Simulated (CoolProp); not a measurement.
A Linde-Hampson liquefier for nitrogen: isothermal reversible compression at 250 K from 1 atm to 30 MPa, throttling to 1 atm, return gas leaving the recuperator 2 K below the feed. Each further row changes one setting.

The numbers come from the reference Helmholtz-energy equation of state, Span 2000 in CoolProp.

```tsv
case	liquid yield per pass	compression work (kJ/kg of gas)
as stated	0.145	418
high pressure 60 MPa	0.134	485
warm-end temperature 280 K	0.105	474
warm-end gap 7 K	0.134	418
```
